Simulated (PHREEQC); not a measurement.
## Phosphoric acid bath: speciation

Dissolve 2.8 mmol/kgw H3PO4, 0.22 mmol/kgw HF and 30 mmol/kgw ZnSO4 at 20 °C. Closed to the air; pH follows from the charge balance.

The numbers come from PHREEQC with the ion-association model, wateq4f.dat.

Each row changes one thing in this solution. This is a speciation only: nothing precipitates in the calculation.

```tsv
case	pH	ionic strength (mol/kgw)	H2PO4- (mol/kgw)	H3PO4 (mol/kgw)	HF (mol/kgw)	F- (mol/kgw)
as made	2.87	0.0709	0.00244	0.000362	0.000124	8.68e-5
H3PO4 replaced by K2HPO4 at the same molality	7.48	0.0773	0.000606	…	6.93e-9	0.000200
temperature from 20 to 55 °C	3.03	0.0674	0.00243	…	0.000138	7.18e-5
diluted 10-fold with water	3.63	0.00984	0.000272	7.91e-6	4.82e-6	1.68e-5
H3PO4 from 0.0028 to 0.00252 mol/kgw	2.91	0.0707	0.00222	…	0.000119	9.12e-5
ZnSO4 left out	2.67	0.00224	0.00218	0.000615	0.000162	5.81e-5
```

Q: Some entries are withheld; supply them.

A: 
- H3PO4 replaced by K2HPO4 at the same molality, H3PO4 (mol/kgw): 2.18e-9
- temperature from 20 to 55 °C, H3PO4 (mol/kgw): 0.000369
- H3PO4 from 0.0028 to 0.00252 mol/kgw, H3PO4 (mol/kgw): 0.000301

Some of these states are supersaturated (in Zn3(PO4)2:4w, Zn4(OH)6SO4, for instance). H3PO4, which wateq4f.dat lacks, is added to it with the constant of phreeqc.dat. At this temperature some constants are extrapolated from 25 °C, and those without enthalpy data are left unchanged. The database has no phosphate complexes of Zn.
